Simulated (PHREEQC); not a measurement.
Consider water at 10 °C with 97 mmol/kgw Cu(NO3)2 and 0.99 mmol/kgw KCl. Closed to the air; pH follows from the charge balance.

All values are PHREEQC results (ion-association model, phreeqc.dat), not measurements.

Question: The ionic strength comes out as 0.292 mol/kgw. What activity coefficients do NO3-, H+, Cl-, Cu+2, CuOH+ get?

Answer: NO3- 0.67, H+ 0.79, Cl- 0.69, Cu+2 0.30, CuOH+ 0.70.

Precipitation was switched off in this run. Away from 25 °C the constants follow the database's enthalpies or fits; those with neither stay at their 25 °C values.
